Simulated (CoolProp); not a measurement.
Vapour-liquid equilibrium of propylene (1) + R142b (2) at 281.4 K; x and y are mole fractions of (1).

Model: multi-fluid Helmholtz-energy mixture model, Lemmon 2013 and Lemmon 2006; pair parameters Bell 2016, in CoolProp.

```json
[
 {"x": "0.05", "bubble pressure (MPa)": "0.2262", "y at the bubble point": "0.172", "dew pressure at overall composition x (MPa)": "0.2031", "liquid density (mol/L)": "11.52"},
 {"x": "0.2", "bubble pressure (MPa)": "0.3201", "y at the bubble point": "0.491", "dew pressure at overall composition x (MPa)": "0.2322", "liquid density (mol/L)": "11.70"},
 {"x": "0.35", "bubble pressure (MPa)": "0.4097", "y at the bubble point": "0.663", "dew pressure at overall composition x (MPa)": "0.2708", "liquid density (mol/L)": "11.86"},
 {"x": "0.5", "bubble pressure (MPa)": "0.4926", "y at the bubble point": "0.772", "dew pressure at overall composition x (MPa)": "0.3240", "liquid density (mol/L)": "12.04"},
 {"x": "0.65", "bubble pressure (MPa)": "0.5693", "y at the bubble point": "0.851", "dew pressure at overall composition x (MPa)": "0.4012", "liquid density (mol/L)": "12.21"},
 {"x": "0.8", "bubble pressure (MPa)": "0.6427", "y at the bubble point": "0.917", "dew pressure at overall composition x (MPa)": "0.5177", "liquid density (mol/L)": "12.40"},
 {"x": "0.95", "bubble pressure (MPa)": "0.7163", "y at the bubble point": "0.979", "dew pressure at overall composition x (MPa)": "0.6818", "liquid density (mol/L)": "12.61"}
]
```

No azeotrope shows between x = 0.05 and 0.95.

The pair parameters rest on a limited set of measurements; away from them the model extrapolates.
